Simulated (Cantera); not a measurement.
Input: 1 mol CuO, a varied amount of H2, at 1098.15 K and 0.0130 bar.

Equilibrium computed with Cantera from the NASA thermochemical tables; the gas is ideal and each condensed phase is pure. Candidate condensed phases: Cu, CuO, Cu(OH)2, Cu2O, H2O; 12 gas species. Mutual solubility and eutectic melting of coexisting phases are not modelled. Equilibrium is a limit: real reactors are often held back by kinetics, nucleation or transport.

**Question.** Which condensed phases are stable at each of these points (n(H2) (mol)): 0.56, 1.4, 3.4, 8.5, 21, 53, 130, 320, 800, 2000?

**Answer.** 
```csv
n(H2) (mol),condensed phases,Cu condensed (%)
0.56,Cu(s) + Cu2O(s),100.0
1.4,Cu(s),100.0
3.4,Cu(s),100.0
8.5,Cu(s),100.0
21,Cu(s),100.0
53,Cu(s),100.0
130,Cu(s),100.0
320,Cu(s),100.0
800,Cu(s),100.0
2000,Cu(s),100.0
```

At 0.56 mol H2 the condensed part is Cu(s) + Cu2O(s). From 1.4 mol H2 to 2000 mol H2 the condensed part is Cu(s).
